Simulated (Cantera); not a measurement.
Charge: 1 mol C2H4, 0.055 mol H2O, equilibrated at 1502 °C and 0.100 bar.

Cantera equilibrium calculation (NASA polynomials, part measured and part estimated; ideal gas, pure solids and liquids). Candidate condensed phases: C, C6H6, C7H8, C8H18, H2O; 110 gas species. The numbers say what is thermodynamically allowed, not how fast it happens.

Base state: H2 0.973, CO 0.0261, H 0.000903, C2H2 (acetylene) 0.000139, CH4 7.92e-5 (mole fractions); condensed: C(graphite).

What changes in the equilibrium state with this change: temperature from 1502 °C to 2000 °C?


| species | before | after |
|---|---|---|
| H2 | 0.973 | 0.945 |
| H | 0.000903 | 0.0258 |
| CO | 0.0261 | 0.0257 |
| C2H2 (acetylene) | 0.000139 | 0.00356 |
| CH3 | 1.49e-6 | 1.04e-5 |
| CH4 | 7.92e-5 | 2.02e-5 |
| C(graphite), mol | 1.94 | 1.93 |

What changes in the equilibrium state with this change: temperature from 1502 °C to 852 °C?


| species | before | after |
|---|---|---|
| H2 | 0.973 | 0.971 |
| CO | 0.0261 | 0.0260 |
| CH4 | 7.92e-5 | 0.00272 |
| H | 0.000903 | 1.38e-7 |
| C2H2 (acetylene) | 0.000139 | 2.23e-8 |
| H2O | 8.20e-7 | 0.000162 |
| C(graphite), mol | 1.94 | 1.94 |
